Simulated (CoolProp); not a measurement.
Aqueous potassium acetate as a coolant, 25 % by mass, freezing at -16.2 °C, 1 atm.

The numbers come from the Melinder's fits for secondary coolants in CoolProp.

```tsv
T (°C)	viscosity (mPa s)	cp (kJ/(kg K))	Prandtl number	density (kg/m³)
-15.2	6.36	3.306	45.0	1141
-8.8	4.82	3.318	33.5	1139
-2.4	3.76	3.330	25.8	1137
4	3.02	3.342	20.5	1135
10.4	2.49	3.353	16.6	1133
16.7	2.10	3.364	13.8	1130
23.1	1.79	3.375	11.7	1128
29.5	1.56	3.386	9.98	1125
35.9	1.37	3.398	8.64	1122
```
